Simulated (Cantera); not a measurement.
**Ignition delay**

Mixture: CO : H₂ : O₂ : N₂ = 1 : 0.12 : 0.4 : 1.5 (molar parts), equivalence ratio 1.4, at 760 Torr, adiabatic and at constant pressure. Ignition delay is the time to a rise of 400 K.

Detailed kinetics in Cantera: GRI-Mech 3.0 (53 species, 325 reactions). Where the delays flatten at high temperature, the 400 K rule measures the pace of heat release, not the induction time.

```
T0 (K)  delay (ms)
------  ----------
1148         0.132
1198         0.104
1248        0.0864
1298        0.0745
1348        0.0662
1398        0.0605
1448        0.0567
```
